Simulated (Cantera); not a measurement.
An adiabatic, constant-pressure homogeneous reactor starts with CH4 : O2 : N2 : H2O = 1 : 1.18 : 4.42 : 0.15 (molar parts), at 1200 K and 1.01 bar. Integrator tolerance rtol = 1e-08.

Detailed kinetics in Cantera: GRI-Mech 3.0 (53 species, 325 reactions).

**Question.** What does this change do: pressure from 1.01 bar to 2.30 bar?

**Answer.** 
| quantity | before | after |
|---|---|---|
| time of steepest temperature rise | 64.3 ms | 30.2 ms |
| temperature at 1.00 s | 2417 K | 2431 K |
| equilibrium temperature | 2417 K | 2431 K |
| x(CH4) at 1.00 s | 3.76e-12 (gas-phase equilibrium 4.26e-12) | 1.84e-11 (gas-phase equilibrium 2.09e-11) |
| x(O2) at 1.00 s | 3.69e-5 (gas-phase equilibrium 3.69e-5) | 1.88e-5 (gas-phase equilibrium 1.88e-5) |
| x(H2O) at 1.00 s | 0.170 (gas-phase equilibrium 0.170) | 0.170 (gas-phase equilibrium 0.170) |
| x(CH2O) at 1.00 s | 4.65e-9 (gas-phase equilibrium 4.65e-9) | 1.06e-8 (gas-phase equilibrium 1.06e-8) |
| x(NO) at 1.00 s | 0.000226 (gas-phase equilibrium 0.000226) | 0.000166 (gas-phase equilibrium 0.000166) |
| x(C2H2) at 1.00 s | <1e-12 (gas-phase equilibrium <1e-12) | <1e-12 (gas-phase equilibrium <1e-12) |

**Question.** What does this change do: initial temperature 1200 to 1250 K?

**Answer.** 
```json
[
 {"quantity": "time of steepest temperature rise", "before": "64.3 ms", "after": "32.2 ms"},
 {"quantity": "temperature at 1.00 s", "before": "2417 K", "after": "2453 K"},
 {"quantity": "equilibrium temperature", "before": "2417 K", "after": "2453 K"},
 {"quantity": "x(CH4) at 1.00 s", "before": "3.76e-12 (gas-phase equilibrium 4.26e-12)", "after": "3.17e-12 (gas-phase equilibrium 3.60e-12)"},
 {"quantity": "x(O2) at 1.00 s", "before": "3.69e-5 (gas-phase equilibrium 3.69e-5)", "after": "5.37e-5 (gas-phase equilibrium 5.37e-5)"},
 {"quantity": "x(H2O) at 1.00 s", "before": "0.170 (gas-phase equilibrium 0.170)", "after": "0.169 (gas-phase equilibrium 0.169)"},
 {"quantity": "x(CH2O) at 1.00 s", "before": "4.65e-9 (gas-phase equilibrium 4.65e-9)", "after": "4.63e-9 (gas-phase equilibrium 4.63e-9)"},
 {"quantity": "x(NO) at 1.00 s", "before": "0.000226 (gas-phase equilibrium 0.000226)", "after": "0.000291 (gas-phase equilibrium 0.000291)"},
 {"quantity": "x(C2H2) at 1.00 s", "before": "<1e-12 (gas-phase equilibrium <1e-12)", "after": "<1e-12 (gas-phase equilibrium <1e-12)"}
]
```
